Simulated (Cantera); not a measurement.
A perfectly stirred reactor is fed with CH4 : H2 : O2 : N2 : CO2 = 1 : 0.14 : 2.69 : 10.1 : 0.12 (molar parts), equivalence ratio 0.77, at 630000 Pa; it is adiabatic with a 750 K inlet, and is followed from long to short residence time, starting on the burning branch (τ in s: 0.46, 0.17, 0.062, 0.023, 0.0082, 0.003, 0.0011, 0.0004, 0.00015, 5.4e-05).

Computed with Cantera and GRI-Mech 3.0 (53 species, 325 reactions).

Task: Predict: blow-out, bracketed by the residence times tried; x(CH4) at τ = 0.460 s; x(H2) at τ = 0.460 s; x(O2) at τ = 0.460 s; x(NO) at τ = 0.460 s; x(CH4) at τ = 3.00 ms; x(H2) at τ = 3.00 ms; x(O2) at τ = 3.00 ms; x(NO) at τ = 3.00 ms.

Result: 
```
Quantity                                                                          Result
------------------------------------------------  --------------------------------------
blow-out, bracketed by the residence times tried  burning at 54.0 µs, the shortest tried
x(CH4) at τ = 0.460 s                                                            1.19e-7
x(H2) at τ = 0.460 s                                                            0.000503
x(O2) at τ = 0.460 s                                                              0.0415
x(NO) at τ = 0.460 s                                                             0.00551
x(CH4) at τ = 3.00 ms                                                            1.46e-5
x(H2) at τ = 3.00 ms                                                            0.000723
x(O2) at τ = 3.00 ms                                                              0.0444
x(NO) at τ = 3.00 ms                                                            0.000473
```
